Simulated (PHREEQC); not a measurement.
Ultrapure water in contact with air or piping: an equilibrium model

Model water analysis in mg/L, 25 °C, pH 6.27, pe 3:

| constituent | mg/L |
|---|---|
| Na | 0.0355 |
| K | 1.2e-05 |
| Ca | 0.0323 |
| Mg | 0.006 |
| Cl | 0.0666 |
| S(6) as SO4 | 0.0145 |
| Alkalinity as HCO3 | 0.0962 |
| N(-3) as NH4 | 1.87e-05 |
| F | 5.19e-05 |
| Mn(2) | 0.0043 |

Valence states are taken as typed.

Computed with PHREEQC (ion-association model, wateq4f.dat).

This is a speciation only: nothing precipitates in the calculation.

### Question
Estimate the charge-balance error.

### Answer
charge-balance error 0.6 %.

### Question
In which forms is C present?

### Answer
CO2 55 %, HCO3- 45 % of the C.
